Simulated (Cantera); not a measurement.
Source: NASA polynomial tables (part measured, part estimated), evaluated in Cantera. Values are per mole of reaction as written; species without (g) are pure solids or liquids, kept so even where they would boil at 1 bar.

4 V + 5 H2O2(g) ⇌ 10 H(g) + 2 V2O5

```json
[
 {"T (K)": "300", "ΔH° (kJ)": "…", "ΔS° (J/K)": "…", "ΔG° (kJ)": "…", "log10 K": "…", "condensed phases": "V(s), V2O5(s)"},
 {"T (K)": "825", "ΔH° (kJ)": "-152.2", "ΔS° (J/K)": "289.7", "ΔG° (kJ)": "-391.3", "log10 K": "24.77", "condensed phases": "V(s), V2O5(s)"},
 {"T (K)": "1025", "ΔH° (kJ)": "…", "ΔS° (J/K)": "…", "ΔG° (kJ)": "…", "log10 K": "…", "condensed phases": "V(s), V2O5(l)"},
 {"T (K)": "1225", "ΔH° (kJ)": "36.1", "ΔS° (J/K)": "485.4", "ΔG° (kJ)": "-558.5", "log10 K": "23.81", "condensed phases": "V(s), V2O5(l)"},
 {"T (K)": "1425", "ΔH° (kJ)": "60.3", "ΔS° (J/K)": "503.7", "ΔG° (kJ)": "-657.5", "log10 K": "24.10", "condensed phases": "V(s), V2O5(l)"},
 {"T (K)": "1625", "ΔH° (kJ)": "80.5", "ΔS° (J/K)": "517.0", "ΔG° (kJ)": "-759.7", "log10 K": "24.42", "condensed phases": "V(s), V2O5(l)"},
 {"T (K)": "1825", "ΔH° (kJ)": "…", "ΔS° (J/K)": "…", "ΔG° (kJ)": "…", "log10 K": "…", "condensed phases": "V(s), V2O5(l)"},
 {"T (K)": "2025", "ΔH° (kJ)": "109.5", "ΔS° (J/K)": "533.1", "ΔG° (kJ)": "-970.1", "log10 K": "25.02", "condensed phases": "V(s), V2O5(l)"}
]
```

### Question
Fill in the missing entries.

### Answer

- 300, ΔH° (kJ): -239.4
- 300, ΔS° (J/K): 120.9
- 300, ΔG° (kJ): -275.7
- 300, log10 K: 48.00
- 1025, ΔH° (kJ): 7.5
- 1025, ΔS° (J/K): 459.8
- 1025, ΔG° (kJ): -463.8
- 1025, log10 K: 23.64
- 1825, ΔH° (kJ): 96.9
- 1825, ΔS° (J/K): 526.5
- 1825, ΔG° (kJ): -864.1
- 1825, log10 K: 24.73
